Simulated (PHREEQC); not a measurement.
A solution holds 0.46 mmol/kgw CaSO4, 2.2 mmol/kgw NaF and 0.14 mmol/kgw KCl, at 44 °C. Closed to the air; pH follows from the charge balance.

All values are PHREEQC results (ion-association model, wateq4f.dat), not measurements.

```
quantity                     before     after
-------------------------  --------  --------
pH                             7.07      7.36
ionic strength (mol/kgw)    0.00405   0.00407
SO4-2 (mol/kgw)            0.000431  0.000435
Ca+2 (mol/kgw)             0.000426  0.000433
CaSO4 (mol/kgw)             2.47e-5   2.10e-5
CaF+ (mol/kgw)              9.29e-6   5.61e-6
SI of Fluorite (CaF2)         +1.54     +1.80
SI of Gypsum (CaSO4:2H2O)     -2.37     -2.38
```

Task: What was changed between the two runs?
A. temperature from 44 to 20 °C
B. temperature from 44 to 40 °C
C. diluted 10-fold with water
D. NaF from 0.0022 to 0.00022 mol/kgw
E. diluted 2-fold with water

Result: A, temperature from 44 to 20 °C

This is a speciation only: nothing precipitates in the calculation. Some of these states are supersaturated (in Fluorite, for instance). At this temperature some constants are extrapolated from 25 °C, and those without enthalpy data are left unchanged.
